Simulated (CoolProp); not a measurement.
The fluid at 298.15 K and 1.93 MPa is throttled through a valve to 0.68 MPa with no heat exchange. The same conditions are run with several fluids, on thermodynamics alone (safety and materials aside).

Model: reference Helmholtz-energy equation of state of each fluid (dimethyl ether: Wu 2011; octamethylcyclotetrasiloxane (D4): Thol 2015; R1224YDZ: Akasaka 2023; n-pentane: Thol 2019; the fluoroketone C6F12O (FK-5-1-12): McLinden 2015), in CoolProp.

| fluid | temperature change (K) | final density (kg/m³) |
|---|---|---|
| dimethyl ether | (withheld) | 661 |
| octamethylcyclotetrasiloxane (D4) | +0.5 | (withheld) |
| R1224YDZ | +0.3 | (withheld) |
| n-pentane | +0.5 | 622 |
| the fluoroketone C6F12O (FK-5-1-12) | +0.3 | 1600 |

**Question.** Fill in the missing entries.

**Answer.** 
- dimethyl ether, temperature change (K): +0.2
- octamethylcyclotetrasiloxane (D4), final density (kg/m³): 951
- R1224YDZ, final density (kg/m³): 1360
